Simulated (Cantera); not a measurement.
**Reactions in the system Cl-O-Ti**

Source: NASA polynomial tables (part measured, part estimated), evaluated in Cantera. Values are per mole of reaction as written; species without (g) are pure solids or liquids, kept so even where they would boil at 1 bar.

O2(g) + 2 TiCl4(g) + 2 TiO(g) = 4 TiOCl2(g)

```json
[
 {"T (K)": "423", "ΔH° (kJ)": "-764.3", "ΔS° (J/K)": "-96.7", "ΔG° (kJ)": "-723.4", "log10 K": "89.32"},
 {"T (K)": "448", "ΔH° (kJ)": "-764.2", "ΔS° (J/K)": "-96.5", "ΔG° (kJ)": "-720.9", "log10 K": "84.06"},
 {"T (K)": "473", "ΔH° (kJ)": "-764.1", "ΔS° (J/K)": "-96.3", "ΔG° (kJ)": "-718.5", "log10 K": "79.35"},
 {"T (K)": "498", "ΔH° (kJ)": "-764.0", "ΔS° (J/K)": "-96.0", "ΔG° (kJ)": "-716.1", "log10 K": "75.11"},
 {"T (K)": "523", "ΔH° (kJ)": "-763.8", "ΔS° (J/K)": "-95.8", "ΔG° (kJ)": "-713.7", "log10 K": "71.28"},
 {"T (K)": "548", "ΔH° (kJ)": "-763.7", "ΔS° (J/K)": "-95.6", "ΔG° (kJ)": "-711.3", "log10 K": "67.80"}
]
```

3 TiCl4(g) + O3(g) = 3 TiOCl2(g) + 6 Cl(g)

| T (K) | ΔH° (kJ) | ΔS° (J/K) | ΔG° (kJ) | log10 K |
|---|---|---|---|---|
| 423 | 1241.1 | 656.8 | 963.3 | -118.95 |
| 448 | 1241.5 | 657.7 | 946.8 | -110.39 |
| 473 | 1241.9 | 658.5 | 930.4 | -102.74 |
| 498 | 1242.2 | 659.2 | 913.9 | -95.86 |
| 523 | 1242.5 | 659.9 | 897.4 | -89.63 |
| 548 | 1242.9 | 660.5 | 880.9 | -83.97 |

2 TiCl4 + 3 Ti4O7 = 4 Cl2(g) + 7 Ti2O3

```json
[
 {"T (K)": "423", "ΔH° (kJ)": "1166.6", "ΔS° (J/K)": "305.6", "ΔG° (kJ)": "1037.3", "log10 K": "-128.09"},
 {"T (K)": "448", "ΔH° (kJ)": "1166.8", "ΔS° (J/K)": "306.2", "ΔG° (kJ)": "1029.7", "log10 K": "-120.05"},
 {"T (K)": "473", "ΔH° (kJ)": "1176.0", "ΔS° (J/K)": "325.7", "ΔG° (kJ)": "1021.9", "log10 K": "-112.85"},
 {"T (K)": "498", "ΔH° (kJ)": "1175.5", "ΔS° (J/K)": "324.8", "ΔG° (kJ)": "1013.8", "log10 K": "-106.33"},
 {"T (K)": "523", "ΔH° (kJ)": "1175.1", "ΔS° (J/K)": "324.0", "ΔG° (kJ)": "1005.7", "log10 K": "-100.44"},
 {"T (K)": "548", "ΔH° (kJ)": "1174.8", "ΔS° (J/K)": "323.4", "ΔG° (kJ)": "997.6", "log10 K": "-95.09"}
]
```
